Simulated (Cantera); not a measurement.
Cantera run, input and output.

```python
import numpy as np
import cantera as ct

gas = ct.Solution("gri30.yaml")
gas.TPX = 1373, 70000, {'CH4': 1, 'CO': 0.81, 'O2': 6.68, 'N2': 25.1}
reactor = ct.IdealGasReactor(gas, energy="on", clone=False)
net = ct.ReactorNet([reactor])
net.rtol, net.atol = 1e-08, 1e-16
show = ['CH4', 'CO', 'O2', 'H2O', 'CH2O', 'C2H2', 'HO2']
times = np.geomspace(7e-06, 2, 14)

steps = ct.SolutionArray(gas, extra=["t"])
rows = []
print(f"{'t/s':>10s}{'T/K':>9s}{'P/Pa':>11s}" + "".join(f"{s:>11s}" for s in show))
for t in times:
    while net.time < t:
        t_next = net.step()
        steps.append(gas.state, t=t_next)
    rows.append([np.interp(t, steps.t, y) for y in (steps.T, steps.P, *steps(*show).X.T)])
    print(f"{t:10.3e}{rows[-1][0]:9.1f}{rows[-1][1]:11.4g}" + "".join(f"{x:11.3e}" for x in rows[-1][2:]))
rate = np.gradient(steps.T, steps.t)
print("integrator steps:", len(steps.t))
if steps.T.max() > steps.T[0] + 200:
    print(f"time of steepest temperature rise: {steps.t[rate.argmax()]:.4e} s")
gas.TPX = 1373, 70000, {'CH4': 1, 'CO': 0.81, 'O2': 6.68, 'N2': 25.1}
gas.equilibrate("UV")
print(f"equilibrium (UV): T = {gas.T:.1f} K  " + "  ".join(f"{s} {gas[s].X[0]:.3e}" for s in show))
```

It prints:

```
       t/s      T/K       P/Pa        CH4         CO         O2        H2O       CH2O       C2H2        HO2
 7.000e-06   1373.0      7e+04  2.977e-02  2.411e-02  1.989e-01  7.573e-09  2.952e-10  1.045e-19  2.257e-08
 1.840e-05   1373.0      7e+04  2.977e-02  2.411e-02  1.989e-01  3.640e-08  2.593e-09  1.271e-18  5.791e-08
 4.836e-05   1373.0      7e+04  2.977e-02  2.411e-02  1.989e-01  1.404e-07  2.120e-08  4.115e-17  1.429e-07
 1.271e-04   1373.0      7e+04  2.977e-02  2.411e-02  1.989e-01  6.047e-07  1.731e-07  2.517e-15  3.216e-07
 3.341e-04   1373.0      7e+04  2.976e-02  2.411e-02  1.989e-01  3.443e-06  1.587e-06  2.117e-13  6.075e-07
 8.781e-04   1373.2  7.001e+04  2.972e-02  2.411e-02  1.988e-01  3.120e-05  1.902e-05  3.620e-11  1.192e-06
 2.308e-03   1378.4  7.028e+04  2.891e-02  2.413e-02  1.983e-01  6.487e-04  3.140e-04  3.065e-08  8.749e-06
 6.066e-03   2341.5  1.184e+05  1.358e-20  2.040e-03  1.269e-01  5.682e-02  3.744e-13  6.554e-25  4.964e-06
 1.594e-02   2337.4  1.182e+05  1.283e-20  1.999e-03  1.260e-01  5.688e-02  3.599e-13  5.932e-25  4.878e-06
 4.191e-02   2329.1  1.177e+05  1.142e-20  1.921e-03  1.242e-01  5.699e-02  3.327e-13  4.842e-25  4.710e-06
 1.101e-01   2319.3  1.172e+05  9.926e-21  1.831e-03  1.222e-01  5.712e-02  3.027e-13  3.780e-25  4.516e-06
 2.895e-01   2315.7   1.17e+05  9.413e-21  1.798e-03  1.214e-01  5.716e-02  2.922e-13  3.442e-25  4.446e-06
 7.609e-01   2315.6   1.17e+05  9.395e-21  1.797e-03  1.214e-01  5.716e-02  2.918e-13  3.430e-25  4.443e-06
 2.000e+00   2315.6   1.17e+05  9.395e-21  1.797e-03  1.214e-01  5.716e-02  2.918e-13  3.430e-25  4.443e-06
integrator steps: 1791
time of steepest temperature rise: 3.2744e-03 s
equilibrium (UV): T = 2315.6 K  CH4 1.457e-20  CO 1.797e-03  O2 1.214e-01  H2O 5.716e-02  CH2O 2.918e-13  C2H2 4.075e-25  HO2 4.443e-06
```

Computed with Cantera and GRI-Mech 3.0 (53 species, 325 reactions).
